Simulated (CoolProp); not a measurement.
Properties of isobutane along the isotherm 191.65 °C.

Model: reference Helmholtz-energy equation of state, Bücker 2006, in CoolProp.

```tsv
p (bar)	phase	density (kg/m³)	conductivity (mW/(m K))	fugacity coefficient
0.574	gas	0.8663	37.8	0.9965
0.842	gas	1.273	37.9	0.9949
1.24	gas	1.879	37.9	0.9925
1.81	gas	2.753	38.0	0.9891
2.66	gas	4.067	38.0	0.9839
3.91	gas	6.025	38.2	0.9764
5.74	gas	8.950	38.3	0.9655
8.42	gas	13.36	38.6	0.9496
12.4	gas	20.23	39.0	0.9262
18.1	gas	30.82	39.8	0.8931
26.6	gas	48.61	41.1	0.8448
39.1	supercritical	80.98	43.9	0.7757
57.4	supercritical	150.8	51.1	0.6793
84.2	supercritical	271.8	60.4	0.5615
124	supercritical	348.9	66.0	0.4610
181	supercritical	396.8	71.3	0.3969
```

Thermal conductivity comes from a separate model (Perkins 2002).
